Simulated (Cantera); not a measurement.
Input: 1 mol MgCO₃, 0.63 mol SO₃, 0.042 mol CO₂, at 19.0 bar.

Cantera equilibrium calculation (NASA polynomials, part measured and part estimated; ideal gas, pure solids and liquids). Candidate condensed phases: C, Mg, MgCO₃, MgO, MgS, MgSO₄, S; 26 gas species. Mutual solubility and eutectic melting of coexisting phases are not modelled. Rates play no part.

Problem. Which condensed phases are stable at each of these points (T (°C)): 400, 450, 500, 550, 600, 650, 700, 750, 800, 850, 900, 950, 1000?

Solution. 
| T (°C) | condensed phases | Mg condensed (%) |
|---|---|---|
| 400 | MgCO₃(s) + MgSO₄(s) | 100.0 |
| 450 | MgCO₃(s) + MgSO₄(s) | 100.0 |
| 500 | MgCO₃(s) + MgSO₄(s) | 100.0 |
| 550 | MgO(s) + MgSO₄(s) | 100.0 |
| 600 | MgO(s) + MgSO₄(s) | 100.0 |
| 650 | MgO(s) + MgSO₄(s) | 100.0 |
| 700 | MgO(s) + MgSO₄(s) | 100.0 |
| 750 | MgO(s) + MgSO₄(s) | 100.0 |
| 800 | MgO(s) + MgSO₄(s) | 100.0 |
| 850 | MgO(s) + MgSO₄(s) | 100.0 |
| 900 | MgO(s) + MgSO₄(s) | 100.0 |
| 950 | MgO(s) + MgSO₄(s) | 100.0 |
| 1000 | MgO(s) + MgSO₄(s) | 100.0 |

From 400 °C to 500 °C the condensed part is MgCO₃(s) + MgSO₄(s). From 550 °C to 1000 °C the condensed part is MgO(s) + MgSO₄(s).
